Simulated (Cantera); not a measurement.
An adiabatic, constant-pressure homogeneous reactor starts with 47.6 % H₂, 5.24 % O₂, 47.1 % N₂, equivalence ratio 4.5, at 1325 K and 1.60 bar.

Cantera simulation using GRI-Mech 3.0 (53 species, 325 reactions); the numbers are that mechanism's predictions, not measurements.

Task: Predict: time of steepest temperature rise; temperature at 0.200 s; equilibrium temperature; x(H₂) at 0.200 s; x(O₂) at 0.200 s; x(H₂O) at 0.200 s; x(O) at 0.200 s; x(OH) at 0.200 s.

Result: 
| Property | Result |
|---|---|
| time of steepest temperature rise | 33.9 µs |
| temperature at 0.200 s | 2083 K |
| equilibrium temperature | 2083 K |
| x(H₂) at 0.200 s | 0.391 (gas-phase equilibrium 0.391) |
| x(O₂) at 0.200 s | 1.41e-8 (gas-phase equilibrium 1.41e-8) |
| x(H₂O) at 0.200 s | 0.110 (gas-phase equilibrium 0.110) |
| x(O) at 0.200 s | 1.17e-7 (gas-phase equilibrium 1.17e-7) |
| x(OH) at 0.200 s | 4.56e-5 (gas-phase equilibrium 4.56e-5) |
